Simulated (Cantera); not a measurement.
A Cantera script and what it prints.

```python
import numpy as np
import cantera as ct

gas_names = """
    CL CL2 H HCL H2 N NH NH2 NH3 N2 N2H2 N2H4 Si SiCL SiCL2 SiCL3 SiCL4 SiH SiHCL3 SiH2 SiH2CL2 SiH3
    SiH3CL SiH4 SiN Si2 Si2N Si3
""".split()
cond_names = """
    NH4CL(a) NH4CL(b) Si(cr) Si(L) Si3N4(a)
""".split()


# ... load() reads the species with a 1 bar reference pressure and builds the phases ...
atoms = {
    'SiHCl3': {'Si': 1, 'H': 1, 'CL': 3},
    'N2': {'N': 2},
    'H2': {'H': 2},
}
top_T = {'Si3N4(a)': 2400}  # K; cautious upper limits of use, not melting points


# ... equilibrate(T, P, feed) seeds the gas with the atoms and calls Mixture.equilibrate('TP', solver="vcs", rtol=1e-11, max_steps=5000) ...
results = []
T = 1200  # K
P = 21  # Pa
for m in [4.4, 5.6, 7.2, 9.2, 12, 15, 19, 25]:
    feed = {'SiHCl3': 1, 'N2': 2.1, 'H2': m}  # mol
    mix = equilibrate(T, P, feed)
    results.append((T, P, feed, dict(zip(mix.species_names, mix.species_moles))))
    x = sorted(zip(gas.X, gas.species_names), reverse=True)
    print(f"T = {T:g} K  P = {P:g} Pa  n(H2) = {m:g} mol  gas = {mix.phase_moles(0):.4g} mol")
    print("   x: " + "  ".join(f"{s} {v:.3e}" for v, s in x if v > 0.001))
    print("   condensed (mol): " + ("  ".join(f"{mix.phase(i).name} {mix.phase_moles(i):.4g}"
          for i in range(1, mix.n_phases) if mix.phase_moles(i) > 1e-12) or "none"))
```

Result:

```
T = 1200 K  P = 21 Pa  n(H2) = 4.4 mol  gas = 7.857 mol
   x: H2 4.447e-01  HCL 3.577e-01  N2 1.885e-01  SiCL2 5.455e-03  SiCL4 2.340e-03  SiCL3 1.206e-03
   condensed (mol): Si3N4(a) 0.3095
T = 1200 K  P = 21 Pa  n(H2) = 5.6 mol  gas = 9.055 mol
   x: H2 5.156e-01  HCL 3.161e-01  N2 1.623e-01  SiCL2 4.061e-03  SiCL4 1.174e-03
   condensed (mol): Si3N4(a) 0.3151
T = 1200 K  P = 21 Pa  n(H2) = 7.2 mol  gas = 10.65 mol
   x: H2 5.867e-01  HCL 2.721e-01  N2 1.372e-01  SiCL2 2.957e-03
   condensed (mol): Si3N4(a) 0.3192
T = 1200 K  P = 21 Pa  n(H2) = 9.2 mol  gas = 12.65 mol
   x: H2 6.513e-01  HCL 2.309e-01  N2 1.151e-01  SiCL2 2.158e-03
   condensed (mol): Si3N4(a) 0.322
T = 1200 K  P = 21 Pa  n(H2) = 12 mol  gas = 15.45 mol
   x: H2 7.140e-01  HCL 1.902e-01  N2 9.398e-02  SiCL2 1.528e-03
   condensed (mol): Si3N4(a) 0.3241
T = 1200 K  P = 21 Pa  n(H2) = 15 mol  gas = 18.45 mol
   x: H2 7.603e-01  HCL 1.598e-01  N2 7.856e-02  SiCL2 1.142e-03
   condensed (mol): Si3N4(a) 0.3254
T = 1200 K  P = 21 Pa  n(H2) = 19 mol  gas = 22.45 mol
   x: H2 8.029e-01  HCL 1.317e-01  N2 6.447e-02
   condensed (mol): Si3N4(a) 0.3264
T = 1200 K  P = 21 Pa  n(H2) = 25 mol  gas = 28.44 mol
   x: H2 8.444e-01  HCL 1.042e-01  N2 5.081e-02
   condensed (mol): Si3N4(a) 0.3274
```

These are equilibrium values from Cantera (NASA tables, ideal gas, pure condensed phases), not measurements of a reactor. N2 is the only nitrogen source here; it is nearly inert below about 1500 K, so the nitride shown seldom forms there in practice. The tables' values for SiCl3 are old estimates; treat these amounts as uncertain.
